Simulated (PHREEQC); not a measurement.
Nickel, zinc or cadmium bath: speciation

Dissolve 0.28 mol ZnCl2, 0.0046 mol NaOH and 0.089 mol HCl per kg of water at 25 °C. Closed to the air; pH follows from the charge balance.

The numbers come from PHREEQC with the ion-association model, phreeqc.dat.

No solid was allowed to form.

### Question
Predict the pH, ionic strength, density.

### Answer
pH 1.20; ionic strength 0.759 mol/kgw; density 1.032 g/cm³.

### Question
In which forms is Cl present?

### Answer
Cl- 83 %, ZnCl+ 8.5 %, ZnCl3- 3.3 %, ZnCl2 3.1 %, ZnCl4-2 2.5 % of the Cl.

Ionic strength above about 0.7 mol/kgw puts this run outside the model's range. Complexes and solids missing from the database can't appear.
